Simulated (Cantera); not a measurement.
## Thermodynamics of halide evaporation, hydrolysis and transport, feed LiCl + H₂

Charge: 1 mol LiCl, a varied amount of H₂, equilibrated at 1675 K and 0.260 bar.

Equilibrium computed with Cantera from the NASA thermochemical tables; the gas is ideal and each condensed phase is pure. Candidate condensed phases: Li, LiCl, LiH; 11 gas species. Equilibrium is a limit: real reactors are often held back by kinetics, nucleation or transport.

From 0.88 mol H₂ to 44 mol H₂ nothing is condensed. The main Li-bearing gas is LiCl throughout.

| n(H₂) (mol) | x H₂ | x LiCl | x Li₂Cl₂ | x HCl | x Li | x H | x Li₃Cl₃ | x LiH |
|---|---|---|---|---|---|---|---|---|
| 0.88 | 0.480 | 0.491 | 0.0269 | 0.00116 | 0.00113 | 0.000158 | 4.55e-5 | 2.10e-5 |
| 1.2 | 0.555 | 0.422 | 0.0199 | 0.00111 | 0.00109 | 0.000170 | 2.90e-5 | 2.17e-5 |
| 1.7 | 0.637 | 0.347 | 0.0135 | 0.00104 | 0.00102 | 0.000182 | 1.61e-5 | 2.18e-5 |
| 2.3 | 0.702 | 0.286 | 0.00917 | 0.000972 | 0.000951 | 0.000191 | 9.03e-6 | 2.13e-5 |
| 3.3 | 0.771 | 0.222 | 0.00550 | 0.000877 | 0.000857 | 0.000200 | 4.20e-6 | 2.01e-5 |
| 4.5 | 0.820 | 0.175 | 0.00342 | 0.000790 | 0.000772 | 0.000206 | 2.05e-6 | 1.87e-5 |
| 6.3 | 0.864 | 0.133 | 0.00197 | 0.000698 | 0.000681 | 0.000212 | 8.96e-7 | 1.69e-5 |
| 8.7 | 0.897 | 0.100 | 0.00113 | 0.000613 | 0.000598 | 0.000216 | 3.88e-7 | 1.51e-5 |
| 12 | 0.923 | 0.0751 | 0.000632 | 0.000534 | 0.000521 | 0.000219 | 1.63e-7 | 1.34e-5 |
| 17 | 0.944 | 0.0544 | 0.000331 | 0.000457 | 0.000446 | 0.000221 | 6.21e-8 | 1.16e-5 |
| 23 | 0.958 | 0.0409 | 0.000187 | 0.000398 | 0.000388 | 0.000223 | 2.63e-8 | 1.01e-5 |
| 32 | 0.969 | 0.0298 | 9.91e-5 | 0.000340 | 0.000332 | 0.000224 | 1.01e-8 | 8.73e-6 |
| 44 | 0.977 | 0.0218 | 5.33e-5 | 0.000292 | 0.000285 | 0.000225 | 4.00e-9 | 7.52e-6 |
x: gas mole fraction; nothing condenses.
